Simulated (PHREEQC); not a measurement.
Synthetic water in mg/kgw, 80 °C, pH 6.13, pe 0.7: Na 3.94; K 1.23; Ca 4.34; Mg 0.739; Cl 6.62; S(6) as SO4 4.41; Alkalinity as HCO3 12.3; Br 0.00572; N(-3) as NH4 0.00105; B 0.00128; Sr 0.039; Fe(2) 0.00592.

Valence states are taken as typed.

Equilibrium calculation in PHREEQC: ion-association model, wateq4f.dat.

No solid was allowed to form.

**Question.** Estimate the charge-balance error.

**Answer.** charge-balance error 0.1 %.

**Question.** In which forms is C present?

**Answer.** CO2 61 %, HCO3- 39 % of the C.

Complexes and solids missing from the database can't appear. At this temperature some constants are extrapolated from 25 °C, and those without enthalpy data are left unchanged.
